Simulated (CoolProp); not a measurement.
R1224YDZ at 293.15 K and 1.92 MPa is throttled through a valve to 0.402 MPa with no heat exchange. Each further row changes one setting.

The numbers come from the reference Helmholtz-energy equation of state, Akasaka 2023 in CoolProp.

```json
[
 {"case": "as stated", "temperature change (K)": "+0.4", "final phase": "liquid", "final density (kg/m³)": "1370"},
 {"case": "outlet pressure 0.121 MPa", "temperature change (K)": "(withheld)", "final phase": "(withheld)", "final density (kg/m³)": "(withheld)"},
 {"case": "outlet pressure 0.523 MPa", "temperature change (K)": "+0.4", "final phase": "liquid", "final density (kg/m³)": "1370"}
]
```

Complete the blanks.


- outlet pressure 0.121 MPa, temperature change (K): -0.5
- outlet pressure 0.121 MPa, final phase: two-phase, vapour fraction 0.006
- outlet pressure 0.121 MPa, final density (kg/m³): 647
